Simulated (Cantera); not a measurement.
Feed: 1 mol SiF4, 16 mol O2, 0.75 mol H2, equilibrated at 6.90 Torr.

These are equilibrium values from Cantera (NASA tables, ideal gas, pure condensed phases), not measurements of a reactor. Candidate condensed phases: H2O, Si, SiO2; 38 gas species. The tables hold silica as quartz up to 1696 K and as liquid above; real silica turns to tridymite and cristobalite and melts near 1996 K. Equilibrium is a limit: real reactors are often held back by kinetics, nucleation or transport.

**Question.** Which condensed phases are stable at each of these points (T (°C)): 1252, 1302, 1352, 1402, 1452, 1502, 1552, 1602, 1652, 1702, 1752?

**Answer.** 
```csv
T (°C),condensed phases,Si condensed (%)
1252,SiO2(β-quartz),36.8
1302,SiO2(β-quartz),36.9
1352,SiO2(β-quartz),36.9
1402,SiO2(β-quartz),37.0
1452,SiO2(condensed),37.0
1502,SiO2(condensed),37.1
1552,SiO2(condensed),37.1
1602,SiO2(condensed),37.1
1652,SiO2(condensed),37.2
1702,SiO2(condensed),37.2
1752,SiO2(l),37.1
```

From 1252 °C to 1402 °C the condensed part is SiO2(β-quartz). From 1452 °C to 1702 °C the condensed part is SiO2(condensed). At 1752 °C the condensed part is SiO2(l).
